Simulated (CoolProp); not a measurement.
Vapour-liquid equilibrium of toluene (1) + n-decane (2) at 0.371 MPa; x and y are mole fractions of (1).

The numbers come from the multi-fluid Helmholtz-energy mixture model, Lemmon 2006 and Lemmon 2006; pair parameters Bell 2016 in CoolProp.

```
x      bubble temperature (K)  y at the bubble point  dew temperature at overall composition x (K)  liquid density (mol/L)
-----  ----------------------  ---------------------  --------------------------------------------  ----------------------
0.05                    501.0                  0.129                                         504.4                   3.958
0.125                   492.9                  0.301                                         501.2                   4.168
0.2                     485.3                  0.444                                         497.8                   4.389
0.275                   478.2                  0.561                                         494.2                   4.619
0.35                    471.7                  0.653                                         490.4                   4.860
0.425                   466.0                  0.727                                         486.4                   5.114
0.5                     460.8                  0.786                                         482.0                   5.383
0.575                   456.2                  0.834                                         477.2                   5.670
0.65                    452.1                  0.873                                         472.0                   5.978
0.725                   448.3                  0.907                                         466.1                   6.311
0.8                     444.9                  0.936                                         459.5                   6.673
0.875                   441.7                  0.962                                         451.9                   7.071
0.95                    438.7                  0.985                                         443.2                   7.510
```

No azeotrope shows between x = 0.05 and 0.95.

The pair parameters rest on a limited set of measurements; away from them the model extrapolates. The gap from Raoult's law changes sign with composition, which may be real or a fault of the pair parameters; it wasn't checked against measurements.
